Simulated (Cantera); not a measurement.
A Cantera script and what it prints.

```python
import numpy as np
import cantera as ct

gas_names = """
    CL CLO CL2 Fe FeCL FeCL2 FeCL3 FeO Fe2CL4 Fe2CL6 O O2 O3
""".split()
cond_names = """
    Fe(a) Fe(c) Fe(d) Fe(L) FeCL2(s) FeCL2(L) FeCL3(s) FeCL3(L) FeO(s) FeO(L) Fe2O3(s) Fe3O4(s)
""".split()


# ... load() reads the species with a 1 bar reference pressure and builds the phases ...
atoms = {
    'Fe2O3': {'Fe': 2, 'O': 3},
    'Cl2': {'CL': 2},
}
top_T = {'Fe2O3(s)': 1830, 'Fe3O4(s)': 1870}  # K; cautious upper limits of use, not melting points


# ... equilibrate(T, P, feed) seeds the gas with the atoms and calls Mixture.equilibrate('TP', solver="vcs", rtol=1e-11, max_steps=5000) ...
results = []
feed = {'Fe2O3': 1, 'Cl2': 0.087}  # mol
P = 1333.22  # Pa
for T in [1425, 1450, 1475, 1500, 1525, 1550, 1575, 1600, 1625]:
    mix = equilibrate(T, P, feed)
    results.append((T, P, feed, dict(zip(mix.species_names, mix.species_moles))))
    x = sorted(zip(gas.X, gas.species_names), reverse=True)
    print(f"T = {T:g} K  P = {P:g} Pa  gas = {mix.phase_moles(0):.4g} mol")
    print("   x: " + "  ".join(f"{s} {v:.3e}" for v, s in x if v > 1e-06))
    print("   condensed (mol): " + ("  ".join(f"{mix.phase(i).name} {mix.phase_moles(i):.4g}"
          for i in range(1, mix.n_phases) if mix.phase_moles(i) > 1e-12) or "none"))
```

It prints:

```
T = 1425 K  P = 1333.22 Pa  gas = 0.1378 mol
   x: FeCL2 4.150e-01  O2 3.633e-01  CL 7.993e-02  CL2 7.218e-02  FeCL3 6.922e-02  Fe2CL4 1.632e-04  CLO 1.512e-04  O 7.244e-06  Fe2CL6 1.066e-06
   condensed (mol): Fe2O3(s) 0.9666
T = 1450 K  P = 1333.22 Pa  gas = 0.1413 mol
   x: FeCL2 4.389e-01  O2 3.698e-01  CL 8.302e-02  CL2 5.399e-02  FeCL3 5.394e-02  CLO 1.531e-04  Fe2CL4 1.489e-04  O 1.058e-05
   condensed (mol): Fe2O3(s) 0.9652
T = 1475 K  P = 1333.22 Pa  gas = 0.1442 mol
   x: FeCL2 4.578e-01  O2 3.746e-01  CL 8.549e-02  FeCL3 4.158e-02  CL2 4.020e-02  CLO 1.535e-04  Fe2CL4 1.331e-04  O 1.522e-05
   condensed (mol): Fe2O3(s) 0.964
T = 1500 K  P = 1333.22 Pa  gas = 0.1517 mol
   x: FeCL2 4.537e-01  O2 3.981e-01  CL 8.741e-02  FeCL3 3.057e-02  CL2 2.985e-02  CLO 1.566e-04  Fe2CL4 1.082e-04  O 2.216e-05
   condensed (mol): Fe2O3(s) 0.9315  Fe3O4(s) 0.02115
T = 1525 K  P = 1333.22 Pa  gas = 0.31 mol
   x: O2 6.866e-01  FeCL2 2.145e-01  CL 7.423e-02  CL2 1.546e-02  FeCL3 8.999e-03  CLO 1.692e-04  O 4.064e-05  Fe2CL4 2.013e-05
   condensed (mol): Fe3O4(s) 0.6436
T = 1550 K  P = 1333.22 Pa  gas = 0.3113 mol
   x: O2 6.854e-01  FeCL2 2.182e-01  CL 7.703e-02  CL2 1.208e-02  FeCL3 7.034e-03  CLO 1.702e-04  O 5.612e-05  Fe2CL4 1.745e-05
   condensed (mol): Fe3O4(s) 0.6433
T = 1575 K  P = 1333.22 Pa  gas = 0.3124 mol
   x: O2 6.843e-01  FeCL2 2.208e-01  CL 7.968e-02  CL2 9.473e-03  FeCL3 5.504e-03  CLO 1.708e-04  O 7.670e-05  Fe2CL4 1.506e-05
   condensed (mol): Fe3O4(s) 0.6431
T = 1600 K  P = 1333.22 Pa  gas = 0.3133 mol
   x: O2 6.832e-01  FeCL2 2.226e-01  CL 8.221e-02  CL2 7.462e-03  FeCL3 4.317e-03  CLO 1.711e-04  O 1.038e-04  Fe2CL4 1.297e-05
   condensed (mol): Fe3O4(s) 0.643
T = 1625 K  P = 1333.22 Pa  gas = 0.314 mol
   x: O2 6.821e-01  FeCL2 2.237e-01  CL 8.464e-02  CL2 5.907e-03  FeCL3 3.399e-03  CLO 1.712e-04  O 1.392e-04  Fe2CL4 1.115e-05
   condensed (mol): Fe3O4(s) 0.6429
```

Cantera equilibrium calculation (NASA polynomials, part measured and part estimated; ideal gas, pure solids and liquids). Mutual solubility and eutectic melting of coexisting phases are not modelled.
